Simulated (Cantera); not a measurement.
What does this Cantera script print?

```python
import numpy as np
import cantera as ct

gas_names = """
    Ba BaF BaF2 F F2 H HF H2 H2F2 H3F3 H4F4 H5F5 H6F6 H7F7 N NF NF2 NF3 NH NH2 NH3 N2 N2H2 N2H4
""".split()
cond_names = """
    Ba(cr) Ba(L) BaF2(a) BaF2(b,c) BaF2(L)
""".split()


# ... load() reads the species with a 1 bar reference pressure and builds the phases ...
atoms = {
    'BaF2': {'Ba': 1, 'F': 2},
    'HF': {'H': 1, 'F': 1},
    'N2': {'N': 2},
}
top_T = {}  # K; cautious upper limits of use, not melting points


# ... equilibrate(T, P, feed) seeds the gas with the atoms and calls Mixture.equilibrate('TP', solver="vcs", rtol=1e-11, max_steps=5000) ...
results = []
feed = {'BaF2': 1, 'HF': 0.034, 'N2': 26}  # mol
T = 1475  # K
P = 62  # Pa
mix = equilibrate(T, P, feed)
results.append((T, P, feed, dict(zip(mix.species_names, mix.species_moles))))
x = sorted(zip(gas.X, gas.species_names), reverse=True)
print(f"T = {T:g} K  P = {P:g} Pa  gas = {mix.phase_moles(0):.4g} mol")
print("   x: " + "  ".join(f"{s} {v:.3e}" for v, s in x if v > 1e-06))
print("   condensed (mol): " + ("  ".join(f"{mix.phase(i).name} {mix.phase_moles(i):.4g}"
      for i in range(1, mix.n_phases) if mix.phase_moles(i) > 1e-12) or "none"))
```

Output:

```
T = 1475 K  P = 62 Pa  gas = 26.86 mol
   x: N2 9.678e-01  BaF2 3.093e-02  HF 1.266e-03
   condensed (mol): BaF2(a) 0.1691
```

Method: chemical equilibrium by Gibbs-energy minimisation in Cantera with the NASA 1993 tables (ideal gas, pure condensed phases).
